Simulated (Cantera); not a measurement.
A Cantera script and what it prints.

```python
import numpy as np
import cantera as ct

gas_names = [...]  # 109 gases of nasa_gas.yaml made of C, Cl, H, Si
cond_names = """
    C(gr) C6H6(L) C7H8(L) C8H18(L),n-octa Si(cr) Si(L) SiC(b)
""".split()


# ... load() reads the species with a 1 bar reference pressure and builds the phases ...
atoms = {
    'CH3SiCl3': {'C': 1, 'H': 3, 'Si': 1, 'CL': 3},
    'C2H4': {'C': 2, 'H': 4},
    'H2': {'H': 2},
}
top_T = {'C(gr)': 4500, 'SiC(b)': 3050}  # K; cautious upper limits of use, not melting points


# ... equilibrate(T, P, feed) seeds the gas with the atoms and calls Mixture.equilibrate('TP', solver="vcs", rtol=1e-11, max_steps=5000) ...
results = []
feed = {'CH3SiCl3': 1, 'C2H4': 0.15, 'H2': 130}  # mol
P = 133.322  # Pa
for T in [1523, 1573, 1623, 1673, 1723, 1773, 1823, 1873, 1923, 1973, 2023]:
    mix = equilibrate(T, P, feed)
    results.append((T, P, feed, dict(zip(mix.species_names, mix.species_moles))))
    x = sorted(zip(gas.X, gas.species_names), reverse=True)
    print(f"T = {T:g} K  P = {P:g} Pa  gas = {mix.phase_moles(0):.4g} mol")
    print("   x: " + "  ".join(f"{s} {v:.3e}" for v, s in x if v > 0.0001))
    print("   condensed (mol): " + ("  ".join(f"{mix.phase(i).name} {mix.phase_moles(i):.4g}"
          for i in range(1, mix.n_phases) if mix.phase_moles(i) > 1e-12) or "none"))
```

Result:

```
T = 1523 K  P = 133.322 Pa  gas = 133.3 mol
   x: H2 9.769e-01  HCL 2.246e-02  H 6.256e-04
   condensed (mol): C(gr) 0.2983  SiC(b) 0.9982
T = 1573 K  P = 133.322 Pa  gas = 133.4 mol
   x: H2 9.764e-01  HCL 2.244e-02  H 1.100e-03
   condensed (mol): C(gr) 0.2966  SiC(b) 0.9977
T = 1623 K  P = 133.322 Pa  gas = 133.4 mol
   x: H2 9.756e-01  HCL 2.241e-02  H 1.870e-03
   condensed (mol): C(gr) 0.2936  SiC(b) 0.997
T = 1673 K  P = 133.322 Pa  gas = 133.5 mol
   x: H2 9.744e-01  HCL 2.236e-02  H 3.079e-03
   condensed (mol): C(gr) 0.289  SiC(b) 0.996
T = 1723 K  P = 133.322 Pa  gas = 133.6 mol
   x: H2 9.726e-01  HCL 2.230e-02  H 4.925e-03
   condensed (mol): C(gr) 0.2822  SiC(b) 0.9941
T = 1773 K  P = 133.322 Pa  gas = 133.8 mol
   x: H2 9.698e-01  HCL 2.221e-02  H 7.672e-03  C2H2,acetylene 1.358e-04  CL 1.350e-04
   condensed (mol): C(gr) 0.2733  SiC(b) 0.99
T = 1823 K  P = 133.322 Pa  gas = 134.1 mol
   x: H2 9.657e-01  HCL 2.208e-02  H 1.166e-02  C2H2,acetylene 2.041e-04  CL 2.034e-04
   condensed (mol): C(gr) 0.2637  SiC(b) 0.9809
T = 1873 K  P = 133.322 Pa  gas = 134.5 mol
   x: H2 9.599e-01  HCL 2.190e-02  H 1.732e-02  C2H2,acetylene 2.995e-04  CL 2.993e-04  Si 2.196e-04
   condensed (mol): C(gr) 0.2574  SiC(b) 0.9601
T = 1923 K  P = 133.322 Pa  gas = 135.1 mol
   x: H2 9.517e-01  H 2.517e-02  HCL 2.165e-02  Si 5.188e-04  CL 4.307e-04  C2H2,acetylene 4.296e-04
   condensed (mol): C(gr) 0.2652  SiC(b) 0.9131
T = 1973 K  P = 133.322 Pa  gas = 136 mol
   x: H2 9.403e-01  H 3.583e-02  HCL 2.131e-02  Si 1.173e-03  CL 6.069e-04  C2H2,acetylene 6.023e-04
   condensed (mol): C(gr) 0.3106  SiC(b) 0.8098
T = 2023 K  P = 133.322 Pa  gas = 137.2 mol
   x: H2 9.246e-01  H 5.001e-02  HCL 2.085e-02  Si 2.545e-03  CL 8.375e-04  C2H2,acetylene 8.259e-04  SiC2 1.171e-04
   condensed (mol): C(gr) 0.442  SiC(b) 0.5881
```

These are equilibrium values from Cantera (NASA tables, ideal gas, pure condensed phases), not measurements of a reactor. The feed counts by its element totals alone. The tables' values for SiCl are old estimates; treat these amounts as uncertain.
